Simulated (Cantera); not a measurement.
Cantera run:

```python
import numpy as np
import cantera as ct

gas_names = [...]  # 110 gases of nasa_gas.yaml made of C, H, O
cond_names = """
    C(gr) C6H6(L) C7H8(L) C8H18(L),n-octa H2O(s) H2O(L)
""".split()


# ... load() reads the species with a 1 bar reference pressure and builds the phases ...
atoms = {
    'acetone': {'C': 3, 'H': 6, 'O': 1},
    'H2O': {'H': 2, 'O': 1},
}
top_T = {'C(gr)': 4500}  # K; cautious upper limits of use, not melting points


# ... equilibrate(T, P, feed) seeds the gas with the atoms and calls Mixture.equilibrate('TP', solver="vcs", rtol=1e-11, max_steps=5000) ...
results = []
feed = {'acetone': 1, 'H2O': 0.55}  # mol
P = 13332.2  # Pa
for T in [673, 823, 973, 1123, 1273, 1423, 1573, 1723, 1873, 2023, 2173, 2323, 2473, 2623]:
    mix = equilibrate(T, P, feed)
    results.append((T, P, feed, dict(zip(mix.species_names, mix.species_moles))))

top = {s: max(r[3][s] / sum(r[3][g] for g in gas_names) for r in results) for s in gas_names}
cols = sorted((s for s in top if top[s] > 1e-06), key=lambda s: -top[s])[:9]
seen = [c for c in cond_names if any(r[3].get(c, 0) > 1e-12 for r in results)]
print("log10 of partial pressures in bar; condensed amounts in mol")
print(f"{'T/K':>10s}" + "".join(f"{s[:9]:>10s}" for s in cols + seen))
for T, P, feed, n in results:
    ng = sum(n[g] for g in gas_names)
    print(f"{T:10.4g}" + "".join(f"{np.log10(max(n[s] / ng * P / 1e5, 1e-99)):10.3f}" for s in cols)
          + "".join(f"{n.get(c, 0):10.4g}" for c in seen))
```

Output:

```
log10 of partial pressures in bar; condensed amounts in mol
       T/K        H2       H2O        CO       CH4         H       CO2 C2H2,acet       C2H      C4H2     C(gr)
       673    -1.342    -1.352    -3.046    -1.500   -14.928    -1.968   -16.021   -37.407   -31.120     1.997
       823    -1.067    -1.786    -1.842    -2.163   -11.668    -2.003   -12.543   -29.249   -24.458     2.045
       973    -1.038    -2.675    -1.431    -2.966    -9.485    -2.861   -10.306   -23.694   -20.017     1.539
      1123    -1.034    -3.610    -1.395    -3.600    -7.888    -4.009    -8.691   -19.637   -16.786     1.454
      1273    -1.033    -4.350    -1.393    -4.093    -6.663    -4.929    -7.463   -16.541   -14.322     1.449
      1423    -1.033    -4.936    -1.392    -4.485    -5.694    -5.651    -6.497   -14.102   -12.383     1.449
      1573    -1.033    -5.408    -1.392    -4.802    -4.907    -6.229    -5.718   -12.130   -10.817     1.449
      1723    -1.033    -5.797    -1.392    -5.063    -4.255    -6.702    -5.076   -10.505    -9.526     1.449
      1873    -1.033    -6.122    -1.393    -5.282    -3.707    -7.095    -4.539    -9.141    -8.445     1.448
      2023    -1.035    -6.399    -1.393    -5.469    -3.239    -7.426    -4.084    -7.982    -7.528     1.444
      2173    -1.039    -6.639    -1.395    -5.633    -2.836    -7.710    -3.695    -6.986    -6.743     1.434
      2323    -1.048    -6.854    -1.398    -5.784    -2.487    -7.958    -3.363    -6.122    -6.065     1.416
      2473    -1.063    -7.052    -1.403    -5.932    -2.183    -8.178    -3.079    -5.368    -5.480     1.384
      2623    -1.091    -7.243    -1.412    -6.087    -1.921    -8.380    -2.842    -4.709    -4.976     1.331
```

Cantera equilibrium calculation (NASA polynomials, part measured and part estimated; ideal gas, pure solids and liquids). The feed counts by its element totals alone.
